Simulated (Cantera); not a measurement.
What does this Cantera script print?

```python
import numpy as np
import cantera as ct

gas = ct.Solution("gri30.yaml")
gas.TPX = 2025, 9600, {'NO': 1, 'N2': 1.9}
reactor = ct.IdealGasConstPressureReactor(gas, energy="off", clone=False)
net = ct.ReactorNet([reactor])
net.rtol, net.atol = 1e-08, 1e-18
show = ['NO', 'N2', 'O2', 'N2O', 'NO2']
times = np.geomspace(0.0002, 100, 14)

steps = ct.SolutionArray(gas, extra=["t"])
rows = []
print(f"{'t/s':>10s}{'T/K':>9s}{'P/Pa':>11s}" + "".join(f"{s:>11s}" for s in show))
for t in times:
    while net.time < t:
        t_next = net.step()
        steps.append(gas.state, t=t_next)
    rows.append([np.interp(t, steps.t, y) for y in (steps.T, steps.P, *steps(*show).X.T)])
    print(f"{t:10.3e}{rows[-1][0]:9.1f}{rows[-1][1]:11.4g}" + "".join(f"{x:11.3e}" for x in rows[-1][2:]))
rate = np.gradient(steps.T, steps.t)
print("integrator steps:", len(steps.t))
if steps.T.max() > steps.T[0] + 200:
    print(f"time of steepest temperature rise: {steps.t[rate.argmax()]:.4e} s")
gas.TPX = 2025, 9600, {'NO': 1, 'N2': 1.9}
gas.equilibrate("TP")
print(f"equilibrium (TP): T = {gas.T:.1f} K  " + "  ".join(f"{s} {gas[s].X[0]:.3e}" for s in show))
```

Output:

```
       t/s      T/K       P/Pa         NO         N2         O2        N2O        NO2
 2.000e-04   2025.0       9600  3.448e-01  6.552e-01  1.804e-08  3.086e-06  7.352e-08
 5.488e-04   2025.0       9600  3.448e-01  6.552e-01  1.384e-07  8.070e-06  4.634e-07
 1.506e-03   2025.0       9600  3.448e-01  6.552e-01  1.135e-06  1.948e-05  2.372e-06
 4.132e-03   2025.0       9600  3.447e-01  6.552e-01  1.101e-05  3.852e-05  9.103e-06
 1.134e-02   2025.0       9600  3.443e-01  6.553e-01  1.115e-04  5.169e-05  2.178e-05
 3.111e-02   2025.0       9600  3.432e-01  6.559e-01  6.349e-04  5.166e-05  2.730e-05
 8.537e-02   2025.0       9600  3.400e-01  6.574e-01  2.199e-03  5.030e-05  3.040e-05
 2.343e-01   2025.0       9600  3.310e-01  6.619e-01  6.677e-03  4.680e-05  3.749e-05
 6.428e-01   2025.0       9600  3.046e-01  6.751e-01  1.980e-02  3.811e-05  5.065e-05
 1.764e+00   2025.0       9600  2.318e-01  7.114e-01  5.604e-02  2.063e-05  6.162e-05
 4.840e+00   2025.0       9600  9.790e-02  7.782e-01  1.229e-01  3.478e-06  3.829e-05
 1.328e+01   2025.0       9600  1.753e-02  8.184e-01  1.630e-01  2.170e-07  7.904e-06
 3.644e+01   2025.0       9600  7.672e-03  8.233e-01  1.679e-01  1.345e-07  3.512e-06
 1.000e+02   2025.0       9600  7.524e-03  8.234e-01  1.680e-01  1.337e-07  3.445e-06
integrator steps: 1031
equilibrium (TP): T = 2025.0 K  NO 7.524e-03  N2 8.234e-01  O2 1.680e-01  N2O 1.337e-07  NO2 3.445e-06
```

Cantera simulation using GRI-Mech 3.0 (53 species, 325 reactions); the numbers are that mechanism's predictions, not measurements.
